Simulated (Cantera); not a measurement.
An isothermal plug-flow reactor at 698 K and 2700 Torr (inlet), inlet velocity 3.2 m/s, active area per volume 8900 1/m; feed 1.86 % H2, 8.22 % O2, 86.6 % N2, 3.29 % H2O, equivalence ratio 0.11.

Detailed kinetics in Cantera: Deutschmann's 1995 Pt surface mechanism with GRI-Mech 3.0 gas chemistry. Catalytic surfaces can have several steady states; this one follows from the mechanism file's or the stated starting coverage. Mass transfer to the wall is taken as infinitely fast.

x: gas mole fraction; θ: surface coverage.

| z (m) | x H2 | x O2 | x H2O | θ free Pt | θ O* | θ OH* |
|---|---|---|---|---|---|---|
| 5.5e-05 | … | 0.0764 | 0.0458 | 0.142 | 0.829 | 0.0284 |
| 9.1e-05 | … | 0.0755 | 0.0478 | 0.0985 | 0.877 | 0.0246 |
| 0.00015 | … | 0.0749 | 0.0492 | 0.0654 | 0.914 | 0.0206 |
| 0.00025 | … | 0.0744 | 0.0503 | 0.0417 | 0.941 | 0.0168 |
| 0.00042 | … | 0.0741 | 0.0509 | 0.0259 | 0.961 | 0.0134 |
| 0.00071 | … | 0.0739 | 0.0514 | 0.0161 | 0.973 | 0.0107 |
| 0.0012 | … | 0.0738 | 0.0517 | 0.0104 | 0.981 | 0.00863 |
| 0.002 | … | 0.0737 | 0.0518 | 0.00731 | 0.985 | 0.00726 |
| 0.0033 | … | 0.0736 | 0.0519 | 0.00570 | 0.988 | 0.00643 |
| 0.0055 | … | 0.0736 | 0.0520 | 0.00489 | 0.989 | 0.00596 |

Question: Fill in the missing entries.

Answer: 
- 5.5e-05, x H2: 0.00606
- 9.1e-05, x H2: 0.00415
- 0.00015, x H2: 0.00273
- 0.00025, x H2: 0.00172
- 0.00042, x H2: 0.00105
- 0.00071, x H2: 0.000622
- 0.0012, x H2: 0.000356
- 0.002, x H2: 0.000193
- 0.0033, x H2: 9.22e-5
- 0.0055, x H2: 3.31e-5
